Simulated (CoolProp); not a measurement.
The fluid at 432.48 K and 0.915 MPa expands adiabatically to 0.0942 MPa with isentropic efficiency 0.85. The same conditions are run with several fluids, on thermodynamics alone (safety and materials aside).

The numbers come from the reference Helmholtz-energy equation of state of each fluid (ethanol: Schroeder 2014; n-perfluoropentane: Gao 2022; R11: Jacobsen 1992; R410A: Lemmon 2003; R22: Kamei 1995) in CoolProp. Blends and air are pseudo-pure fits.

Q: Rank ethanol, n-perfluoropentane, R11, R410A, R22 by work (kJ/kg), highest first.

A: ethanol (123), R410A (81.9), R22 (67.9), R11 (42.7), n-perfluoropentane (21.7)

```json
[
 {"fluid": "ethanol", "final temperature (K)": "349.7", "final phase": "two-phase, vapour fraction 0.983", "final density (kg/m³)": "1.57"},
 {"fluid": "n-perfluoropentane", "final temperature (K)": "403.4", "final phase": "gas", "final density (kg/m³)": "8.24"},
 {"fluid": "R11", "final temperature (K)": "353.9", "final phase": "gas", "final density (kg/m³)": "4.48"},
 {"fluid": "R410A", "final temperature (K)": "340.4", "final phase": "gas", "final density (kg/m³)": "2.43"},
 {"fluid": "R22", "final temperature (K)": "335.1", "final phase": "gas", "final density (kg/m³)": "2.95"}
]
```
